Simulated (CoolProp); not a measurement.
Properties of C2F6 (R116) along the isotherm 151.85 °C.

Computed with CoolProp (reference Helmholtz-energy equation of state, Lemmon 2006). It is a short technical equation, of lower accuracy than the large ones.

| p (bar) | phase | density (kg/m³) | cp (kJ/(kg K)) | isothermal compressibility (1/MPa) | Prandtl number |
|---|---|---|---|---|---|
| 0.145 | gas | 0.5665 | 0.9385 | 68.99 | 0.742 |
| 0.257 | gas | 1.004 | 0.9387 | 38.94 | 0.742 |
| 0.457 | gas | 1.787 | 0.9390 | 21.91 | 0.743 |
| 0.813 | gas | 3.182 | 0.9395 | 12.33 | 0.744 |
| 1.45 | gas | 5.686 | 0.9404 | 6.924 | 0.746 |
| 2.57 | gas | 10.11 | 0.9421 | 3.918 | 0.750 |
| 4.57 | gas | 18.07 | 0.9452 | 2.215 | 0.757 |
| 8.13 | gas | 32.46 | 0.9508 | 1.257 | 0.769 |
| 14.5 | gas | 58.89 | 0.9617 | 0.7162 | 0.793 |
| 25.7 | gas | 107.5 | 0.9833 | 0.4148 | 0.839 |
| 45.7 | supercritical | 200.6 | 1.029 | 0.2413 | 0.939 |

Viscosity comes from a separate model (Huber 2003), an estimate that may be off by 10 % or more. Thermal conductivity comes from a separate model (Huber 2003), an estimate that may be off by 10 % or more.
